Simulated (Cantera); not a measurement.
# Gas activation for diamond growth

An isothermal, constant-pressure homogeneous reactor starts with 1.80 % CH₄, 94.7 % H₂, 3.50 % N₂, at 1723 K and 20.0 Torr.

Computed with Cantera and GRI-Mech 3.0 (53 species, 325 reactions). GRI-Mech 3.0 stops at C3 and has no aromatics, soot or wall deposition, so with more carbon than oxygen in the feed, carbon stays in small species such as C2H2 where larger ones or solid carbon would form. Radical loss at walls, strong at low pressure, is not modelled.

```
t (s)       x CH₄   x H₂     x CH₃     x CH₂    x C₂H₆
--------  -------  -----  --------  --------  --------
4.00e-5    0.0180  0.947   3.97e-7    <1e-12    <1e-12
0.000139   0.0180  0.947   1.16e-6  2.79e-12  3.06e-12
0.000485   0.0180  0.947   3.78e-6  3.72e-11  9.43e-11
0.00169    0.0180  0.947   1.29e-5  4.65e-10   2.31e-9
0.00587    0.0179  0.947   4.44e-5   5.60e-9   3.50e-8
0.0204     0.0178  0.947  0.000147   6.05e-8   3.15e-7
0.0711     0.0169  0.947  0.000317   2.85e-7   9.89e-7
0.248      0.0135  0.948  0.000282   2.87e-7   7.31e-7
0.862     0.00763  0.952  0.000167   1.81e-7   2.48e-7
3.00      0.00291  0.954   6.61e-5   7.69e-8   3.80e-8
```
x: mole fraction; the columns are a selection and need not sum to one.

Equilibrium at this temperature and pressure: CH₄ 0.000186, H₂ 0.956, CH₃ 4.34e-6, CH₂ 5.26e-9, C₂H₆ 2.63e-10 (gas phase only).
